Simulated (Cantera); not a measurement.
Cantera run:

```python
import numpy as np
import cantera as ct

gas_names = [...]  # 114 gases of nasa_gas.yaml made of C, Fe, H, O
cond_names = """
    C(gr) C6H6(L) C7H8(L) C8H18(L),n-octa Fe(a) Fe(c) Fe(d) Fe(L) FeC5O5(L) FeO(s) FeO(L) Fe(OH)2(s)
    Fe(OH)3(s) Fe2O3(s) Fe3O4(s) H2O(s) H2O(L)
""".split()


# ... load() reads the species with a 1 bar reference pressure and builds the phases ...
atoms = {
    'Fe2O3': {'Fe': 2, 'O': 3},
    'CH4': {'C': 1, 'H': 4},
    'CO': {'C': 1, 'O': 1},
}
top_T = {'C(gr)': 4500, 'Fe2O3(s)': 1830, 'Fe3O4(s)': 1870}  # K; cautious upper limits of use, not melting points


# ... equilibrate(T, P, feed) seeds the gas with the atoms and calls Mixture.equilibrate('TP', solver="gibbs", rtol=1e-10, max_steps=50000) ...
results = []
T = 1375  # K
P = 5900  # Pa
for m in [0.66, 0.79, 0.94, 1.1, 1.3, 1.6, 1.9, 2.2, 2.6, 3.1, 3.7]:
    feed = {'Fe2O3': 1, 'CH4': m, 'CO': 0.04}  # mol
    mix = equilibrate(T, P, feed)
    results.append((T, P, feed, dict(zip(mix.species_names, mix.species_moles))))

top = {s: max(r[3][s] / sum(r[3][g] for g in gas_names) for r in results) for s in gas_names}
cols = sorted((s for s in top if top[s] > 0.0001), key=lambda s: -top[s])[:8]
seen = [c for c in cond_names if any(r[3].get(c, 0) > 1e-12 for r in results)]
print("log10 of partial pressures in bar; condensed amounts in mol")
print(f"{'n(CH4)':>10s}" + "".join(f"{s[:9]:>10s}" for s in cols + seen))
for T, P, feed, n in results:
    ng = sum(n[g] for g in gas_names)
    print(f"{feed['CH4']:10.4g}" + "".join(f"{np.log10(max(n[s] / ng * P / 1e5, 1e-99)):10.3f}" for s in cols)
          + "".join(f"{n.get(c, 0):10.4g}" for c in seen))
```

Output:

```
log10 of partial pressures in bar; condensed amounts in mol
    n(CH4)        H2        CO       H2O       CO2       CH4     C(gr)     Fe(c)    FeO(s)
      0.66    -1.549    -1.760    -1.988    -2.515    -9.058         0    0.1167     1.883
      0.79    -1.547    -1.762    -1.987    -2.517    -9.058         0    0.3355     1.665
      0.94    -1.546    -1.765    -1.985    -2.519    -9.058         0    0.5879     1.412
       1.1    -1.545    -1.766    -1.985    -2.521    -9.057         0    0.8572     1.143
       1.3    -1.544    -1.768    -1.984    -2.523    -9.057         0     1.194    0.8063
       1.6    -1.544    -1.770    -1.983    -2.524    -9.057         0     1.699    0.3014
       1.9    -1.520    -1.758    -2.054    -2.607    -8.903         0         2         0
       2.2    -1.475    -1.735    -2.251    -2.826    -8.550         0         2         0
       2.6    -1.435    -1.715    -2.620    -3.215    -8.041         0         2         0
       3.1    -1.403    -1.712    -5.452    -6.077    -5.108   0.09944         2         0
       3.7    -1.379    -1.765    -5.481    -6.183    -5.061    0.6991         2         0
```

Equilibrium computed with Cantera from the NASA thermochemical tables; the gas is ideal and each condensed phase is pure. Mutual solubility and eutectic melting of coexisting phases are not modelled. The tables' stoichiometric FeO is somewhat more stable than real wüstite, so its field is too wide. FeO: taken at fixed stoichiometry. Condensed phases not in the tables: cementite and carbon dissolved in iron.
